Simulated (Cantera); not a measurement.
A perfectly stirred reactor is fed with CH4 : H2 = 1 : 1.1 (molar parts), at 1330 Pa; it is held at 1525 K, and followed from long to short residence time.

Detailed kinetics in Cantera: GRI-Mech 3.0 (53 species, 325 reactions). GRI-Mech 3.0 stops at C3 and has no aromatics, soot or wall deposition, so with more carbon than oxygen in the feed, carbon stays in small species such as C2H2 where larger ones or solid carbon would form. Radical loss at walls, strong at low pressure, is not modelled.

### Question
What does this change do: CH4 1 to 3.8 parts?

### Answer
| quantity | before | after |
|---|---|---|
| x(CH4) at τ = 27.0 s | 0.104 | 0.128 |
| x(H2) at τ = 27.0 s | 0.770 | 0.689 |
| x(C2H4) at τ = 27.0 s | 0.000631 | 0.000905 |
| x(CH2) at τ = 27.0 s | 3.41e-8 | 3.95e-8 |
| x(C2H) at τ = 27.0 s | 4.03e-8 | 5.72e-8 |
| x(CH4) at τ = 24.0 ms | 0.475 | 0.774 |
| x(H2) at τ = 24.0 ms | 0.524 | 0.225 |
| x(C2H4) at τ = 24.0 ms | 0.000101 | 0.000326 |
| x(CH2) at τ = 24.0 ms | 9.05e-9 | 1.71e-8 |
| x(C2H) at τ = 24.0 ms | <1e-12 | 2.70e-12 |

### Question
What does this change do: pressure from 1330 Pa to 3600 Pa?

### Answer
| quantity | before | after |
|---|---|---|
| x(CH4) at τ = 27.0 s | 0.104 | 0.0843 |
| x(H2) at τ = 27.0 s | 0.770 | 0.783 |
| x(C2H4) at τ = 27.0 s | 0.000631 | 0.00102 |
| x(CH2) at τ = 27.0 s | 3.41e-8 | 1.43e-8 |
| x(C2H) at τ = 27.0 s | 4.03e-8 | 2.97e-8 |
| x(CH4) at τ = 24.0 ms | 0.475 | 0.473 |
| x(H2) at τ = 24.0 ms | 0.524 | 0.525 |
| x(C2H4) at τ = 24.0 ms | 0.000101 | 0.000579 |
| x(CH2) at τ = 24.0 ms | 9.05e-9 | 1.88e-8 |
| x(C2H) at τ = 24.0 ms | <1e-12 | 2.05e-11 |
